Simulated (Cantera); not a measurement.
## Silicon oxide and oxynitride deposition: SiF₄ + H₂O + N₂

Charge: 1 mol SiF₄, 0.72 mol H₂O, 110 mol N₂, equilibrated at 13.3 mbar.

These are equilibrium values from Cantera (NASA tables, ideal gas, pure condensed phases), not measurements of a reactor. Candidate condensed phases: H₂O, Si, SiO₂, Si₂N₂O, Si₃N₄; 58 gas species. The tables' values for SiF₃ are old estimates; treat these amounts as uncertain. The tables hold silica as quartz up to 1696 K and as liquid above; real silica turns to tridymite and cristobalite and melts near 1996 K. Equilibrium is a limit: real reactors are often held back by kinetics, nucleation or transport.

From 1398 K to 1648 K the condensed part is SiO₂(β-quartz). From 1698 K to 1798 K the condensed part is SiO₂(condensed). The main Si-bearing gas is SiF₄ throughout.

```
T (K)   x N₂    x HF   x SiF₄    x H₂O   x SiF₃  n SiO₂(β-quartz)  n SiO₂(condensed)
-----  -----  ------  -------  -------  -------  ----------------  -----------------
1398   0.981  0.0127  0.00575  8.14e-5  2.67e-7             0.355                  0
1448   0.981  0.0127  0.00575  6.95e-5  6.74e-7             0.356                  0
1498   0.981  0.0127  0.00574  5.99e-5  1.58e-6             0.356                  0
1548   0.981  0.0127  0.00574  5.21e-5  3.44e-6             0.357                  0
1598   0.981  0.0128  0.00573  4.56e-5  7.03e-6             0.357                  0
1648   0.981  0.0128  0.00572  4.03e-5  1.35e-5             0.357                  0
1698   0.981  0.0128  0.00571  3.59e-5  2.44e-5                 0              0.357
1748   0.981  0.0128  0.00570  3.19e-5  4.15e-5                 0              0.356
1798   0.981  0.0128  0.00568  2.85e-5  6.67e-5                 0              0.354
```
x: gas mole fraction; n: condensed amount in mol.
